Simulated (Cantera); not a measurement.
What does this Cantera script print?

```python
import numpy as np
import cantera as ct

gas_names = [...]  # 136 gases of nasa_gas.yaml made of C, H, N, O
cond_names = """
    C(gr) C6H6(L) C7H8(L) C8H18(L),n-octa H2O(s) H2O(L)
""".split()


# ... load() reads the species with a 1 bar reference pressure and builds the phases ...
atoms = {
    'C2H2': {'C': 2, 'H': 2},
    'CO2': {'C': 1, 'O': 2},
    'NH3': {'N': 1, 'H': 3},
}
top_T = {'C(gr)': 4500}  # K; cautious upper limits of use, not melting points


# ... equilibrate(T, P, feed) seeds the gas with the atoms and calls Mixture.equilibrate('TP', solver="vcs", rtol=1e-11, max_steps=5000) ...
results = []
feed = {'C2H2': 1, 'CO2': 0.49, 'NH3': 0.059}  # mol
P = 13332.2  # Pa
for T in [648, 748, 848, 948, 1048, 1148, 1248, 1348, 1448, 1548, 1648, 1748]:
    mix = equilibrate(T, P, feed)
    results.append((T, P, feed, dict(zip(mix.species_names, mix.species_moles))))

top = {s: max(r[3][s] / sum(r[3][g] for g in gas_names) for r in results) for s in gas_names}
cols = sorted((s for s in top if top[s] > 0.001), key=lambda s: -top[s])[:7]
seen = [c for c in cond_names if any(r[3].get(c, 0) > 1e-12 for r in results)]
print("log10 of partial pressures in bar; condensed amounts in mol")
print(f"{'T/K':>10s}" + "".join(f"{s[:9]:>10s}" for s in cols + seen))
for T, P, feed, n in results:
    ng = sum(n[g] for g in gas_names)
    print(f"{T:10.4g}" + "".join(f"{np.log10(max(n[s] / ng * P / 1e5, 1e-99)):10.3f}" for s in cols)
          + "".join(f"{n.get(c, 0):10.4g}" for c in seen))
```

It prints:

```
log10 of partial pressures in bar; condensed amounts in mol
       T/K        H2        CO       H2O       CO2       CH4        N2     C(gr)
       648    -1.574    -3.111    -1.245    -1.581    -1.712    -2.480     2.077
       748    -1.276    -2.172    -1.464    -1.567    -2.032    -2.542     2.046
       848    -1.171    -1.549    -1.852    -1.740    -2.535    -2.625     1.875
       948    -1.162    -1.274    -2.450    -2.305    -3.090    -2.698     1.623
      1048    -1.162    -1.217    -3.107    -3.087    -3.558    -2.721     1.531
      1148    -1.161    -1.208    -3.687    -3.806    -3.946    -2.726     1.514
      1248    -1.161    -1.206    -4.180    -4.418    -4.274    -2.727     1.511
      1348    -1.160    -1.206    -4.600    -4.937    -4.555    -2.727      1.51
      1448    -1.160    -1.206    -4.962    -5.382    -4.797    -2.728      1.51
      1548    -1.160    -1.206    -5.277    -5.768    -5.008    -2.729      1.51
      1648    -1.160    -1.206    -5.552    -6.103    -5.194    -2.731     1.509
      1748    -1.161    -1.206    -5.796    -6.399    -5.358    -2.734     1.509
```

Method: chemical equilibrium by Gibbs-energy minimisation in Cantera with the NASA 1993 tables (ideal gas, pure condensed phases).
